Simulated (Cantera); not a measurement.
A closed system holds: 1 mol BN, 2.4 mol HCl, 3.1 mol H₂, equilibrated at 1400 K and 21.0 mbar.

Cantera equilibrium calculation (NASA polynomials, part measured and part estimated; ideal gas, pure solids and liquids). Candidate condensed phases: B, BN, NH₄Cl; 21 gas species. Gases not in the tables: BHCl₂. Rates play no part.

Base state: H₂ 0.565, HCl 0.433, BCl₃ 0.00102, N₂ 0.000513, H 2.52e-5, Cl 1.59e-5 (mole fractions); condensed: BN(s).

Question: What changes in the equilibrium state with this change: temperature from 1400 K to 1275 K?

Answer: 
```tsv
species	before	after
H₂	0.565	0.564
HCl	0.433	0.435
BCl₃	0.00102	0.000494
H	2.52e-5	3.82e-6
Cl	1.59e-5	2.50e-6
BN(s), mol	0.994	0.997
```

Question: What changes in the equilibrium state with this change: temperature from 1400 K to 1350 K?

Answer: 
```
species       before     after
----------  --------  --------
H₂             0.565     0.565
HCl            0.433     0.434
BCl₃         0.00102  0.000777
H            2.52e-5   1.24e-5
Cl           1.59e-5   7.91e-6
N₂          0.000513  0.000390
BN(s), mol     0.994     0.996
```

Question: What changes in the equilibrium state with this change: temperature from 1400 K to 1073.15 K?

Answer: 
```tsv
species	before	after
H₂	0.565	0.564
HCl	0.433	0.436
BCl₃	0.00102	0.000105
H	2.52e-5	7.28e-8
Cl	1.59e-5	5.10e-8
BN(s), mol	0.994	0.999
```
